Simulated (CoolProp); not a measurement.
Saturated liquid density (kg/m³) of CH2F2 (R32): the reference equation beside estimates from Tc = 351.3 K, pc = 5.783 MPa, ω = 0.277.

Model: reference Helmholtz-energy equation of state, Tillner-Roth 1997, in CoolProp.

```json
[
 {"T (K)": "158.4", "reference": "1375", "Redlich-Kwong": "1032", "Peng-Robinson": "1181"},
 {"T (K)": "173.1", "reference": "1339", "Redlich-Kwong": "1007", "Peng-Robinson": "1158"},
 {"T (K)": "187.9", "reference": "1302", "Redlich-Kwong": "980.4", "Peng-Robinson": "1134"},
 {"T (K)": "202.6", "reference": "1264", "Redlich-Kwong": "951.6", "Peng-Robinson": "1107"},
 {"T (K)": "217.4", "reference": "1224", "Redlich-Kwong": "920.3", "Peng-Robinson": "1076"},
 {"T (K)": "232.2", "reference": "1183", "Redlich-Kwong": "886.4", "Peng-Robinson": "1043"},
 {"T (K)": "246.9", "reference": "1140", "Redlich-Kwong": "849.8", "Peng-Robinson": "1005"},
 {"T (K)": "261.7", "reference": "1093", "Redlich-Kwong": "809.3", "Peng-Robinson": "962.5"}
]
```

Absolute difference from the reference over all 8 rows, mean and median: Redlich-Kwong 25.1 and 24.9 %, Peng-Robinson 12.6 and 12.3 %.
